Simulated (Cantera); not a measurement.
Mixture: CH4 : O2 : N2 = 1 : 4.55 : 17.1 (molar parts), equivalence ratio 0.44, at 15.0 bar, adiabatic and at constant pressure. Ignition delay is the time to a rise of 400 K.

Detailed kinetics in Cantera: GRI-Mech 3.0 (53 species, 325 reactions). The pressure lies above the range GRI-Mech 3.0 was tuned for (to about 10 atm).

**Question.** What does this change do: pressure from 15.0 bar to 10.0 bar?

**Answer.** 
| quantity | before | after |
|---|---|---|
| delay at 1300 K | 0.710 ms | 1.04 ms |
| delay at 1375 K | 0.324 ms | 0.468 ms |
| delay at 1450 K | 0.158 ms | 0.224 ms |
| delay at 1525 K | 81.3 µs | 0.114 ms |
| delay at 1600 K | 44.1 µs | 61.0 µs |
| delay at 1675 K | 25.1 µs | 34.6 µs |
| delay at 1750 K | 15.0 µs | 20.6 µs |
| apparent activation energy between 1600 and 1750 K | 170 kJ/mol | 170 kJ/mol |
